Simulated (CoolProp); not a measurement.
CH3F (R41) along the isobar 11.8 MPa: density (kg/m³) from the reference equation and from simpler models built on Tc = 317.3 K, pc = 5.906 MPa, ω = 0.200; each cubic takes its own stable root.

Model: reference Helmholtz-energy equation of state, Lemmon 2006, in CoolProp. It is a short technical equation, of lower accuracy than the large ones.

| T (K) | phase | reference |
|---|---|---|
| 195 | liquid | 895.7 |
| 208.7 | liquid | 869.0 |
| 222.3 | liquid | 841.3 |
| 236 | liquid | 811.9 |
| 249.6 | liquid | 781.1 |
| 263.3 | liquid | 747.9 |
| 276.9 | liquid | 712.0 |
| 290.6 | liquid | 672.1 |
| 304.2 | liquid | 627.1 |
| 317.9 | supercritical | 573.6 |
| 331.5 | supercritical | 507.2 |
| 345.2 | supercritical | 419.0 |
| 358.8 | supercritical | 321.9 |
| 372.5 | supercritical | 253.1 |
| 386.1 | supercritical | 212.4 |
| 399.8 | supercritical | 186.1 |

How far does each simpler model (Redlich-Kwong, Peng-Robinson) lie from the reference over these 16 states: mean and median of the absolute difference, and the worst?


- Redlich-Kwong: mean 18.5 %, median 22.2 %, worst -24.3 % at 317.9 K and 11.8 MPa
- Peng-Robinson: mean 11.8 %, median 10.7 %, worst -18.2 % at 345.2 K and 11.8 MPa
